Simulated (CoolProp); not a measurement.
C2F6 (R116) at 298.15 K and 0.244 MPa flows at 2.8 m/s in a round tube of 4.6 mm bore and 1.5 µm roughness, fully developed (64/Re and Nu = 3.66 if laminar; Colebrook and Gnielinski if turbulent). Each further row changes one setting.

Computed with CoolProp (reference Helmholtz-energy equation of state, Lemmon 2006). It is a short technical equation, of lower accuracy than the large ones.

```tsv
case	Reynolds number	Darcy friction factor	pressure drop (Pa/m)	heat-transfer coefficient (W/(m² K))	mass flow (kg/h)
as stated	12700	…	…	121	…
velocity 5.6 m/s	25400	0.0252	1200	…	4.67
diameter 9.2 mm	25400	0.0248	…	104	9.34
```

Question: What belongs in the gaps?

Answer: 
- as stated, Darcy friction factor: 0.0296
- as stated, pressure drop (Pa/m): 351
- as stated, mass flow (kg/h): 2.34
- velocity 5.6 m/s, heat-transfer coefficient (W/(m² K)): 212
- diameter 9.2 mm, pressure drop (Pa/m): 147

Viscosity comes from a separate model (Huber 2003), an estimate that may be off by 10 % or more. Thermal conductivity comes from a separate model (Huber 2003), an estimate that may be off by 10 % or more.
